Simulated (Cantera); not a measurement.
## Si + F2 + H2 (silicon etching in halogen gases)

A closed system holds: 1 mol Si, 4.8 mol F2, 0.29 mol H2, at 1.00 bar.

Cantera equilibrium calculation (NASA polynomials, part measured and part estimated; ideal gas, pure solids and liquids). Candidate condensed phases: Si; 25 gas species. Rates play no part.

```json
[
 {"T (K)": "723", "x F": "0.00176", "x F2": "0.612", "x SiF4": "0.244", "x HF": "0.142", "x H2F2": "3.08e-6"},
 {"T (K)": "823", "x F": "0.00913", "x F2": "0.606", "x SiF4": "0.243", "x HF": "0.141", "x H2F2": "1.68e-6"},
 {"T (K)": "923", "x F": "0.0329", "x F2": "0.587", "x SiF4": "0.240", "x HF": "0.139", "x H2F2": "1.03e-6"},
 {"T (K)": "1023", "x F": "0.0902", "x F2": "0.541", "x SiF4": "0.233", "x HF": "0.135", "x H2F2": "6.67e-7"},
 {"T (K)": "1123", "x F": "0.196", "x F2": "0.455", "x SiF4": "0.220", "x HF": "0.128", "x H2F2": "4.41e-7"},
 {"T (K)": "1223", "x F": "0.347", "x F2": "0.333", "x SiF4": "0.202", "x HF": "0.117", "x H2F2": "2.89e-7"},
 {"T (K)": "1323", "x F": "0.506", "x F2": "0.206", "x SiF4": "0.183", "x HF": "0.106", "x H2F2": "1.92e-7"},
 {"T (K)": "1423", "x F": "0.626", "x F2": "0.109", "x SiF4": "0.168", "x HF": "0.0974", "x H2F2": "1.37e-7"}
]
```
x: gas mole fraction; nothing condenses.

From 723 K to 1423 K nothing is condensed. The main Si-bearing gas is SiF4 throughout.
